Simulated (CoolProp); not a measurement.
Vapour-liquid equilibrium of acetone (1) + ethanol (2) at 43 kPa; x and y are mole fractions of (1).

The numbers come from the multi-fluid Helmholtz-energy mixture model, Lemmon 2006 and Schroeder 2014; pair parameters Bell 2016 in CoolProp.

**Question.** Give the bubble temperature and the first vapour's composition at x = 0.2, 0.5, 0.95. Is there an azeotrope?

**Answer.** x = 0.2: 319.9 K, y = 0.516; x = 0.5: 312.5 K, y = 0.756; x = 0.95: 306.7 K, y = 0.972. No azeotrope shows between x = 0.05 and 0.95.

Pair parameters are fitted to limited data, so mixtures are less certain than the pure fluids.
